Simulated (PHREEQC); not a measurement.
## Buffer: an equilibrium model

Consider water at 25 °C with 0.0025 mol/kgw H3PO4 and 0.062 mol/kgw KOH. Closed to the air; pH follows from the charge balance.

All values are PHREEQC results (ion-association model, wateq4f.dat), not measurements.

No solid was allowed to form.

Q: Estimate the pH, ionic strength.

A: pH 12.64; ionic strength 0.0687 mol/kgw.

Q: In which forms is P present?

A: PO4-3 85 %, HPO4-2 15 %, KHPO4- 0.7 % of the P.

H3PO4, which wateq4f.dat lacks, is added to it with the constant of phreeqc.dat.
